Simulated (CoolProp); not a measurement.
Vapour-liquid equilibrium of R141b (1) + n-pentane (2) at 80.8 kPa; x and y are mole fractions of (1).

Model: multi-fluid Helmholtz-energy mixture model, Lemmon 2006 and Thol 2019; pair parameters Bell 2016, in CoolProp.

Q: Give the bubble temperature and the first vapour's composition at x = 0.35, 0.75, 0.85. Is there an azeotrope?

A: x = 0.35: 298.3 K, y = 0.407; x = 0.75: 297.7 K, y = 0.733; x = 0.85: 298.0 K, y = 0.829. y crosses x between x = 0.55 and 0.65: the model has an azeotrope there.

The pair parameters rest on a limited set of measurements; away from them the model extrapolates.
